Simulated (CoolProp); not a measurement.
Aqueous magnesium chloride as a coolant, 13 % by mass, freezing at -13.1 °C, 1 atm.

Model: Melinder's fits for secondary coolants, in CoolProp.

| T (°C) | viscosity (mPa s) | Prandtl number | conductivity (W/(m K)) | cp (kJ/(kg K)) |
|---|---|---|---|---|
| -7.7 | 4.38 | 28.6 | 0.519 | 3.387 |
| -1 | 3.43 | 22.0 | 0.531 | 3.403 |
| 5.7 | 2.75 | 17.3 | 0.543 | 3.417 |
| 12.3 | 2.24 | 13.9 | 0.555 | 3.431 |
| 19 | 1.84 | 11.2 | 0.566 | 3.445 |
| 25.7 | 1.51 | 9.05 | 0.578 | 3.458 |
| 32.3 | 1.25 | 7.34 | 0.589 | 3.471 |
| 39 | 1.02 | 5.90 | 0.600 | 3.484 |
